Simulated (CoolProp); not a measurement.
The numbers come from the reference Helmholtz-energy equation of state, Bücker 2006 in CoolProp.

Q: For n-butane, give the phase and the conductivity (mW/(m K)) at 461.8 K and 0.00905 MPa; 461.8 K and 0.0206 MPa; 461.8 K and 1.9 MPa.

A: 
- 461.8 K and 0.00905 MPa: gas; conductivity 36.9
- 461.8 K and 0.0206 MPa: gas; conductivity 36.9
- 461.8 K and 1.9 MPa: gas; conductivity 39.3

Thermal conductivity comes from a separate model (Perkins 2002).
